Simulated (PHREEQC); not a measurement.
Consider water at 25 °C with 180 mmol/kgw Cu(NO3)2 and 14 mmol/kgw KCl. Closed to the air; pH follows from the charge balance.

All values are PHREEQC results (ion-association model, phreeqc.dat), not measurements.

The pH comes out as 4.11. The ionic strength is 0.551 mol/kgw and the activity of water comes out as 0.990. The specific conductance is 29100 µS/cm and the density is 1.025 g/cm³.

```
species     molality  activity   log γ
----------  --------  --------  ------
NO3-           0.360     0.218  -0.219
Cu+2           0.178    0.0433  -0.615
K+            0.0140   0.00891  -0.196
Cl-           0.0125   0.00806  -0.191
CuCl+        0.00146  0.000940  -0.192
H+          0.000101   7.71e-5  -0.119
Cu2(OH)2+2   4.62e-5   1.36e-5  -0.532
CuOH+        8.65e-6   5.57e-6  -0.192
CuCl2        3.59e-6   4.07e-6   0.055
Cu(OH)2      1.32e-7   1.50e-7   0.055
```

Precipitation was switched off in this run.
